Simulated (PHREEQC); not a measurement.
Copper plating or etch bath (model solution)

Consider water at 25 °C with 0.022 mol CuCl2 and 0.00079 mol HBF4 per kg of water. Closed to the air; pH follows from the charge balance.

Equilibrium calculation in PHREEQC: ion-association model, phreeqc.dat.

No solid was allowed to form.

### Question
Estimate the pH, specific conductance.

### Answer
pH 2.94; specific conductance 4940 µS/cm.

### Question
In which forms is Cl present?

### Answer
Cl- 97 %, CuCl+ 2.4 % of the Cl.

Species that the database lacks are ignored. Real BF4- forms and hydrolyses slowly; the run takes it at equilibrium.
